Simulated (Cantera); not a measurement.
An isothermal, constant-pressure homogeneous reactor starts with NH₃ : N₂ = 1 : 8.5 (molar parts), at 1950 K and 760 Torr.

Computed with Cantera and the gas-phase N/H chemistry of the illustrative SiF4/NH3 mechanism in the Surface Chemkin manual (1991). Walls and surfaces, which speed up NH3 decomposition in real reactors, are not modelled.

x: mole fraction; the columns are a selection and need not sum to one.

```tsv
t (s)	x NH₃	x N₂	x NH₂	x N₂H₂	x H₂
2.00e-5	0.105	0.895	[?]	1.46e-9	1.27e-5
0.000132	0.105	0.895	[?]	8.66e-8	9.65e-5
0.000865	0.104	0.894	[?]	4.78e-7	0.00146
0.00569	0.0967	0.892	[?]	4.24e-7	0.0114
0.0374	0.0614	0.879	[?]	2.34e-7	0.0593
0.246	0.00582	0.859	[?]	1.28e-8	0.135
1.62	0.000100	0.857	[?]	1.72e-11	0.142
10.6	1.13e-5	0.857	[?]	<1e-12	0.143
70.0	1.88e-6	0.857	[?]	<1e-12	0.143
```

Task: Fill in the missing entries.

Result: 
- 2.00e-5, x NH₂: 2.55e-5
- 0.000132, x NH₂: 0.000160
- 0.000865, x NH₂: 0.000342
- 0.00569, x NH₂: 0.000275
- 0.0374, x NH₂: 0.000170
- 0.246, x NH₂: 2.98e-5
- 1.62, x NH₂: 8.65e-7
- 10.6, x NH₂: 9.77e-8
- 70.0, x NH₂: 1.63e-8
